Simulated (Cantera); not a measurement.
Input (Python, Cantera):

```python
import numpy as np
import cantera as ct

gas = ct.Solution("gri30.yaml")
gas.TPX = 1148, 10000, {'N2O': 2.7, 'H2O': 0.036}
reactor = ct.IdealGasConstPressureReactor(gas, energy="off", clone=False)
net = ct.ReactorNet([reactor])
net.rtol, net.atol = 1e-08, 1e-18
show = ['N2O', 'H2O', 'N2', 'NO2', 'NO', 'H2', 'OH']
times = np.geomspace(3e-06, 300, 13)

steps = ct.SolutionArray(gas, extra=["t"])
rows = []
print(f"{'t/s':>10s}{'T/K':>9s}{'P/Pa':>11s}" + "".join(f"{s:>11s}" for s in show))
for t in times:
    while net.time < t:
        t_next = net.step()
        steps.append(gas.state, t=t_next)
    rows.append([np.interp(t, steps.t, y) for y in (steps.T, steps.P, *steps(*show).X.T)])
    print(f"{t:10.3e}{rows[-1][0]:9.1f}{rows[-1][1]:11.4g}" + "".join(f"{x:11.3e}" for x in rows[-1][2:]))
rate = np.gradient(steps.T, steps.t)
print("integrator steps:", len(steps.t))
if steps.T.max() > steps.T[0] + 200:
    print(f"time of steepest temperature rise: {steps.t[rate.argmax()]:.4e} s")
gas.TPX = 1148, 10000, {'N2O': 2.7, 'H2O': 0.036}
gas.equilibrate("TP")
print(f"equilibrium (TP): T = {gas.T:.1f} K  " + "  ".join(f"{s} {gas[s].X[0]:.3e}" for s in show))
```

Result:

```
       t/s      T/K       P/Pa        N2O        H2O         N2        NO2         NO         H2         OH
 3.000e-06   1148.0      1e+04  9.868e-01  1.316e-02  3.516e-08  1.948e-20  1.210e-10  5.773e-22  1.587e-11
 1.392e-05   1148.0      1e+04  9.868e-01  1.316e-02  1.734e-07  7.775e-18  2.459e-09  7.910e-19  3.222e-10
 6.463e-05   1148.0      1e+04  9.868e-01  1.316e-02  9.734e-07  2.367e-15  4.266e-08  6.739e-16  5.569e-09
 3.000e-04   1148.0      1e+04  9.868e-01  1.316e-02  5.842e-06  3.598e-13  4.432e-07  1.451e-13  5.667e-08
 1.392e-03   1148.0      1e+04  9.868e-01  1.316e-02  2.981e-05  1.035e-10  2.549e-06  1.116e-11  2.934e-07
 6.463e-03   1148.0      1e+04  9.866e-01  1.316e-02  1.416e-04  3.723e-08  1.229e-05  4.508e-10  9.341e-07
 3.000e-02   1148.0      1e+04  9.858e-01  1.315e-02  6.642e-04  3.711e-06  5.383e-05  5.523e-09  2.227e-06
 1.392e-01   1148.0      1e+04  9.820e-01  1.313e-02  3.109e-03  4.739e-05  2.179e-04  1.665e-08  3.635e-06
 6.463e-01   1148.0      1e+04  9.648e-01  1.306e-02  1.426e-02  2.045e-04  9.790e-04  9.346e-09  5.028e-06
 3.000e+00   1148.0      1e+04  8.903e-01  1.273e-02  6.224e-02  3.329e-04  4.637e-03  5.544e-09  6.292e-06
 1.392e+01   1148.0      1e+04  6.296e-01  1.158e-02  2.303e-01  2.817e-04  1.761e-02  5.335e-09  6.572e-06
 6.463e+01   1148.0      1e+04  1.692e-01  9.554e-03  5.276e-01  1.265e-04  3.979e-02  6.209e-09  5.685e-06
 3.000e+02   1148.0      1e+04  3.478e-03  8.826e-03  6.357e-01  1.314e-04  4.545e-02  9.108e-10  1.875e-06
integrator steps: 1725
equilibrium (TP): T = 1148.0 K  N2O 3.130e-09  H2O 8.810e-03  N2 6.607e-01  NO2 1.294e-06  NO 1.491e-04  H2 2.003e-10  OH 8.481e-07
```

Computed with Cantera and GRI-Mech 3.0 (53 species, 325 reactions). GRI-Mech 3.0 was tuned for natural gas; its chemistry of N2O as a main component is partial and can be far from experiment. The mechanism lacks the step 2 NO + O2 → 2 NO2, which can matter for NO2 below about 1400 K. The temperature is held fixed by assumption; the heat of reaction is taken as removed at once.
